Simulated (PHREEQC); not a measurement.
## Alkaline etch or developer: speciation

Consider water at 20 °C with 0.0084 mol/kgw NH3, 0.00095 mol/kgw NaAlO2 and 0.0001 mol/kgw K2CO3. Closed to the air; pH follows from the charge balance.

All values are PHREEQC results (ion-association model, phreeqc.dat), not measurements.

Precipitation was switched off in this run.

Problem. What pH, ionic strength does the model give?

Solution. pH 10.75; ionic strength 0.00160 mol/kgw.

Problem. In which forms is C present?

Solution. CO3-2 72 %, HCO3- 27 %, NaCO3- 0.8 % of the C.

Examples of supersaturated solids here: Gibbsite (slow to form). Others may be too. Complexes and solids missing from the database can't appear.
